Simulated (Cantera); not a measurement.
## CaF2 + O2 + H2 (halide evaporation, hydrolysis and transport)

Input: 1 mol CaF2, 3.8 mol O2, 110 mol H2, at 2.50 Pa.

Method: chemical equilibrium by Gibbs-energy minimisation in Cantera with the NASA 1993 tables (ideal gas, pure condensed phases). Candidate condensed phases: Ca, CaF2, CaO, Ca(OH)2, H2O; 29 gas species. Equilibrium is a limit: real reactors are often held back by kinetics, nucleation or transport.

```
T (°C)   x H2   x H2O       x H    x HF      x Ca     x CaF      x OH    x CaF2  n CaO(s)
------  -----  ------  --------  ------  --------  --------  --------  --------  --------
852     0.923  0.0595   8.54e-6  0.0180    <1e-12  1.60e-10   2.87e-9   1.26e-6     1.000
902     0.922  0.0595   2.35e-5  0.0180  7.05e-12  8.84e-10   1.06e-8   2.38e-6     1.000
952     0.922  0.0595   5.99e-5  0.0180  7.06e-11   4.24e-9   3.51e-8   4.26e-6     1.000
1002    0.922  0.0595  0.000142  0.0180  5.88e-10   1.79e-8   1.06e-7   7.26e-6     0.999
1052    0.922  0.0595  0.000314  0.0180   4.15e-9   6.74e-8   2.96e-7   1.18e-5     0.999
1102    0.922  0.0595  0.000658  0.0180   2.54e-8   2.30e-7   7.64e-7   1.86e-5     0.998
1152    0.921  0.0594   0.00131  0.0179   1.36e-7   7.17e-7   1.85e-6   2.82e-5     0.997
1202    0.920  0.0594   0.00249  0.0179   6.48e-7   2.06e-6   4.21e-6   4.14e-5     0.995
1252    0.918  0.0594   0.00453  0.0179   2.78e-6   5.52e-6   9.10e-6   5.90e-5     0.992
1302    0.915  0.0593   0.00795  0.0178   1.08e-5   1.38e-5   1.87e-5   8.18e-5     0.988
1352    0.909  0.0592    0.0135  0.0176   3.87e-5   3.24e-5   3.69e-5  0.000110     0.979
1402    0.901  0.0591    0.0220  0.0175  0.000127   7.19e-5   6.99e-5  0.000145     0.961
1452    0.888  0.0590    0.0350  0.0172  0.000387  0.000150  0.000128  0.000185     0.917
1502    0.868  0.0591    0.0539  0.0168   0.00109  0.000296  0.000229  0.000227     0.812
```
x: gas mole fraction; n: condensed amount in mol.

From 852 °C to 1502 °C the condensed part is CaO(s). The main Ca-bearing gas is CaF2 at 852 °C and Ca at 1502 °C.
